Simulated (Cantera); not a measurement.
An isothermal, constant-pressure homogeneous reactor starts with CH4 : H2 : N2 = 0.031 : 1 : 0.017 (molar parts), at 1925 K and 0.227 atm. Integrator tolerance rtol = 1e-08.

Model: GRI-Mech 3.0 (53 species, 325 reactions), integrated in Cantera. GRI-Mech 3.0 stops at C3 and has no aromatics, soot or wall deposition, so with more carbon than oxygen in the feed, carbon stays in small species such as C2H2 where larger ones or solid carbon would form.

Q: What does this change do: CH4 0.031 to 0.094 parts?

A: 
```tsv
quantity	before	after
x(CH4) at 30.0 s	0.000629 (gas-phase equilibrium 0.000541)	0.00100 (gas-phase equilibrium 0.000929)
x(H2) at 30.0 s	0.968 (gas-phase equilibrium 0.968)	0.944 (gas-phase equilibrium 0.944)
x(C2H2) at 30.0 s	0.0140 (gas-phase equilibrium 0.0104)	0.0384 (gas-phase equilibrium 0.0329)
x(CH3) at 30.0 s	2.55e-5 (gas-phase equilibrium 2.20e-5)	4.13e-5 (gas-phase equilibrium 3.82e-5)
x(H) at 30.0 s	0.00198 (gas-phase equilibrium 0.00198)	0.00195 (gas-phase equilibrium 0.00195)
```

Q: What does this change do: 0.087 parts H2O added?

A: 
```csv
quantity,before,after
x(CH4) at 30.0 s,0.000629 (gas-phase equilibrium 0.000541),1.44e-9 (gas-phase equilibrium 1.81e-9)
x(H2) at 30.0 s,0.968 (gas-phase equilibrium 0.968),0.912 (gas-phase equilibrium 0.912)
x(C2H2) at 30.0 s,0.0140 (gas-phase equilibrium 0.0104),<1e-12 (gas-phase equilibrium <1e-12)
x(CH3) at 30.0 s,2.55e-5 (gas-phase equilibrium 2.20e-5),6.02e-11 (gas-phase equilibrium 7.58e-11)
x(H) at 30.0 s,0.00198 (gas-phase equilibrium 0.00198),0.00192 (gas-phase equilibrium 0.00192)
```
